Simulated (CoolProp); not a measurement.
Vapour-liquid equilibrium of methanol (1) + ethanol (2) at 0.0513 bar; x and y are mole fractions of (1).

Values from CoolProp's multi-fluid Helmholtz-energy mixture model, de Reuck 1993 and Schroeder 2014; pair parameters Bell 2016.

```json
[
 {"x": "0.05", "bubble temperature, mixture model (K)": "289.8", "bubble temperature, Raoult's law (K)": "289.9", "y, mixture model": "0.109", "y, Raoult's law": "0.106"},
 {"x": "0.2", "bubble temperature, mixture model (K)": "287.1", "bubble temperature, Raoult's law (K)": "287.2", "y, mixture model": "0.363", "y, Raoult's law": "0.365"},
 {"x": "0.35", "bubble temperature, mixture model (K)": "284.8", "bubble temperature, Raoult's law (K)": "284.8", "y, mixture model": "0.549", "y, Raoult's law": "0.557"},
 {"x": "0.5", "bubble temperature, mixture model (K)": "282.8", "bubble temperature, Raoult's law (K)": "282.6", "y, mixture model": "0.695", "y, Raoult's law": "0.703"},
 {"x": "0.65", "bubble temperature, mixture model (K)": "280.9", "bubble temperature, Raoult's law (K)": "280.7", "y, mixture model": "0.812", "y, Raoult's law": "0.817"},
 {"x": "0.8", "bubble temperature, mixture model (K)": "279.1", "bubble temperature, Raoult's law (K)": "279.0", "y, mixture model": "0.907", "y, Raoult's law": "0.907"},
 {"x": "0.95", "bubble temperature, mixture model (K)": "277.5", "bubble temperature, Raoult's law (K)": "277.4", "y, mixture model": "0.980", "y, Raoult's law": "0.979"}
]
```

The largest gap from Raoult's law is +0.2 K in bubble temperature, at x = 0.65. No azeotrope shows between x = 0.05 and 0.95.

The pair parameters rest on a limited set of measurements; away from them the model extrapolates.
